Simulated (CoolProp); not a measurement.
Vapour pressure (MPa) of tetrahydrofuran: the reference equation beside estimates from Tc = 267.0 °C, pc = 5.304 MPa, ω = 0.234.

The numbers come from the reference Helmholtz-energy equation of state, Fiedler 2023 in CoolProp.

```
T (°C)  reference  Lee-Kesler  van der Waals  Redlich-Kwong  Soave-Redlich-Kwong  Peng-Robinson
------  ---------  ----------  -------------  -------------  -------------------  -------------
-25.75   0.001339    0.001241        0.07936       0.003250             0.001279       0.001428
-7.95    0.004103    0.003820         0.1301       0.009259             0.003921       0.004253
9.95      0.01072     0.01007         0.2013        0.02246              0.01029        0.01090
27.75     0.02438     0.02320         0.2959        0.04757              0.02355        0.02450
45.55     0.04980     0.04802         0.4178        0.09078              0.04847        0.04971
63.45     0.09345     0.09126         0.5711         0.1598              0.09168        0.09296
81.25      0.1624      0.1604         0.7574         0.2617               0.1606         0.1615
99.05      0.2657      0.2650         0.9803         0.4052               0.2649         0.2645
116.95     0.4142      0.4161          1.244         0.6000               0.4160         0.4133
134.75     0.6170      0.6232          1.548         0.8522               0.6239         0.6178
```

Absolute difference from the reference over all 10 rows, mean and median: Lee-Kesler 3.4 and 3.0 %, van der Waals 1402.6 and 625.0 %, Redlich-Kwong 82.3 and 76.6 %, Soave-Redlich-Kwong 2.4 and 2.3 %, Peng-Robinson 1.5 and 0.5 %.
